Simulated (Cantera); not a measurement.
An isothermal, constant-pressure homogeneous reactor starts with 38.5 % NO, 61.5 % N₂, at 1973 K and 1.00 bar.

Detailed kinetics in Cantera: GRI-Mech 3.0 (53 species, 325 reactions).

x: mole fraction; the columns are a selection and need not sum to one.

| t (s) | x NO | x N₂ | x N₂O | x O | x O₂ | x NO₂ |
|---|---|---|---|---|---|---|
| 0.000100 | 0.385 | 0.615 | ? | 6.57e-6 | 2.45e-7 | 8.73e-6 |
| 0.000339 | 0.384 | 0.615 | ? | 1.81e-5 | 3.71e-6 | 3.86e-5 |
| 0.00115 | 0.384 | 0.616 | ? | 4.17e-5 | 7.18e-5 | 0.000104 |
| 0.00389 | 0.383 | 0.616 | 6.89e-5 | 4.78e-5 | 0.000503 | 0.000121 |
| 0.0132 | 0.380 | 0.617 | 6.77e-5 | 5.22e-5 | 0.00201 | 0.000132 |
| 0.0447 | 0.370 | 0.623 | 6.37e-5 | 6.49e-5 | 0.00707 | 0.000163 |
| 0.152 | 0.337 | 0.639 | ? | 9.49e-5 | 0.0235 | 0.000222 |
| 0.514 | 0.247 | 0.684 | ? | 0.000148 | 0.0685 | 0.000259 |
| 1.74 | 0.101 | 0.757 | ? | 0.000207 | 0.142 | 0.000149 |
| 5.90 | 0.0177 | 0.799 | ? | 0.000234 | 0.183 | 2.99e-5 |
| 20.0 | 0.00696 | 0.804 | ? | 0.000237 | 0.189 | 1.19e-5 |

Q: Fill in the missing entries.

A: 
- 0.000100, x N₂O: 1.28e-5
- 0.000339, x N₂O: 3.47e-5
- 0.00115, x N₂O: 6.28e-5
- 0.152, x N₂O: 5.21e-5
- 0.514, x N₂O: 2.74e-5
- 1.74, x N₂O: 4.69e-6
- 5.90, x N₂O: 4.96e-7
- 20.0, x N₂O: 3.90e-7
